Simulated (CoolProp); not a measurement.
Vapour-liquid equilibrium of R113 (1) + acetone (2) at 0.242 MPa; x and y are mole fractions of (1).

Values from CoolProp's multi-fluid Helmholtz-energy mixture model, Marx 1992 and Lemmon 2006; pair parameters Bell 2016.

| x | bubble temperature (°C) | y at the bubble point | dew temperature at overall composition x (°C) | liquid density (mol/L) |
|---|---|---|---|---|
| 0.05 | (withheld) | (withheld) | 82.9 | 11.98 |
| 0.15 | 77.9 | 0.265 | 80.6 | 11.36 |
| 0.25 | 75.5 | 0.375 | (withheld) | (withheld) |
| 0.35 | 74.0 | (withheld) | 76.1 | 10.24 |
| 0.45 | 73.0 | 0.525 | 74.1 | 9.746 |
| 0.55 | 72.5 | 0.586 | 72.8 | 9.292 |
| 0.65 | 72.3 | 0.647 | 72.3 | 8.876 |
| 0.75 | (withheld) | 0.715 | 72.9 | (withheld) |
| 0.85 | 73.4 | 0.800 | 74.1 | 8.143 |
| 0.95 | 75.2 | (withheld) | 75.7 | 7.812 |

Q: Some entries are withheld; supply them.

A: 
- 0.05, bubble temperature (°C): 81.6
- 0.05, y at the bubble point: 0.108
- 0.25, dew temperature at overall composition x (°C): 78.3
- 0.25, liquid density (mol/L): 10.78
- 0.35, y at the bubble point: 0.458
- 0.75, bubble temperature (°C): 72.6
- 0.75, liquid density (mol/L): 8.495
- 0.95, y at the bubble point: 0.918

y crosses x between x = 0.55 and 0.65: the model has an azeotrope there.

Pair parameters are fitted to limited data, so mixtures are less certain than the pure fluids.
